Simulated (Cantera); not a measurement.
A closed system holds: 1 mol N2O, 0.49 mol H2, held at 3475 K and 140 bar.

Equilibrium computed with Cantera from the NASA thermochemical tables; the gas is ideal and each condensed phase is pure. Candidate condensed phases: H2O; 24 gas species. The ideal-gas law is rough above about 30 bar. Equilibrium is a limit: real reactors are often held back by kinetics, nucleation or transport.

Base state: N2 0.534, H2O 0.235, O2 0.107, OH 0.0484, NO 0.0461, O 0.0128, H2 0.0109, H 0.00491 (mole fractions); condensed: gas only.

Q: What changes in the equilibrium state with this change: temperature from 3475 K to 2750 K?

A: 
| species | before | after |
|---|---|---|
| N2 | 0.534 | 0.559 |
| H2O | 0.235 | 0.272 |
| O2 | 0.107 | 0.131 |
| OH | 0.0484 | 0.0125 |
| H2 | 0.0109 | 0.00114 |
| O | 0.0128 | 0.00136 |
| NO | 0.0461 | 0.0228 |
| N | 1.21e-5 | 1.52e-7 |
| H | 0.00491 | 0.000195 |
| HNO | 3.01e-5 | 3.96e-6 |
| HO2 | 0.000285 | 0.000103 |
| H2O2 | 2.99e-5 | 1.37e-5 |
